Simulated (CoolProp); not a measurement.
A single-stage vapour-compression cycle with R1132(E): evaporating at 282.15 K (dew point), condensing at 324.15 K (bubble point), superheat 8 K, subcooling 2 K, compressor efficiency 0.65, no pressure losses. Each further row changes one setting.

The numbers come from the reference Helmholtz-energy equation of state, Akasaka 2024 in CoolProp.

```tsv
case	cooling COP	pressure ratio	discharge temperature (K)	refrigerating effect (kJ/kg)	volumetric capacity (kJ/m³)
as stated	3.17	2.88	360.8	170	5710
evaporating temperature 287.15 K	3.75	2.50	356.9	172	6670
condensing temperature 319.15 K	3.78	2.58	353.0	181	6070
subcooling 7 K	3.38	2.88	360.8	181	6080
superheat 18 K	3.18	2.88	371.7	181	5750
compressor efficiency 0.55	2.68	2.88	368.0	170	5710
```
